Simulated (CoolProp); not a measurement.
Vapour-liquid equilibrium of n-octane (1) + m-xylene (2) at 322.4 K; x and y are mole fractions of (1).

Computed with CoolProp (multi-fluid Helmholtz-energy mixture model, Beckmüller 2019 and Zhou 2012; pair parameters Bell 2016).

```csv
x,"bubble pressure, mixture model (bar)","bubble pressure, Raoult's law (bar)","y, mixture model","y, Raoult's law"
0.05,0.04178,0.04138,…,0.078
0.2,0.04633,0.04509,0.303,0.288
0.35,…,0.04880,0.474,0.465
0.5,0.05418,0.05251,0.617,0.618
0.65,…,0.05622,0.742,0.750
0.8,…,0.05993,…,0.866
0.95,0.06390,0.06364,0.965,0.968
```

Fill in the missing entries.


- 0.05, y, mixture model: 0.087
- 0.35, bubble pressure, mixture model (bar): 0.05044
- 0.65, bubble pressure, mixture model (bar): 0.05764
- 0.8, bubble pressure, mixture model (bar): 0.06086
- 0.8, y, mixture model: 0.857

The largest gap from Raoult's law is +3.4 % in bubble pressure, at x = 0.35. No azeotrope shows between x = 0.05 and 0.95.

The pair parameters rest on a limited set of measurements; away from them the model extrapolates.
